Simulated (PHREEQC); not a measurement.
Model water analysis in mg/kgw, 45 °C, pH 6.46, pe 1.6:

```tsv
constituent	mg/kgw
Na	1070
K	257
Ca	605
Mg	97.7
Cl	2390
S(6) as SO4	1070
Alkalinity as HCO3	0.000107
Mn(2)	1.44
Si as SiO2	10.7
```

Valence states are taken as typed.

Computed with PHREEQC (ion-association model, phreeqc.dat).

```json
{
  "ionic_strength": "0.106 mol/kgw",
  "specific_conductance": "12800 µS/cm",
  "density": "0.994 g/cm³",
  "charge_balance_error": "1.0 %"
}
```

| species | molality | activity | log γ |
|---|---|---|---|
| Cl- | 0.0674 | 0.0509 | -0.122 |
| Na+ | 0.0459 | 0.0356 | -0.111 |
| Ca+2 | 0.0128 | 0.00475 | -0.430 |
| SO4-2 | 0.00696 | 0.00246 | -0.451 |
| K+ | 0.00642 | 0.00484 | -0.123 |
| Mg+2 | 0.00297 | 0.00115 | -0.411 |
| CaSO4 | 0.00233 | 0.00239 | 0.011 |
| MgSO4 | 0.00105 | 0.00108 | 0.011 |
| NaSO4- | 0.000635 | 0.000495 | -0.109 |
| H4SiO4 | 0.000178 | 0.000182 | 0.011 |
| KSO4- | 0.000149 | 0.000116 | -0.109 |
| Mn+2 | 1.96e-5 | 7.49e-6 | -0.418 |
| MnSO4 | 4.58e-6 | 4.69e-6 | 0.011 |

No solid was allowed to form. Constants without temperature data keep their 25 °C values here.
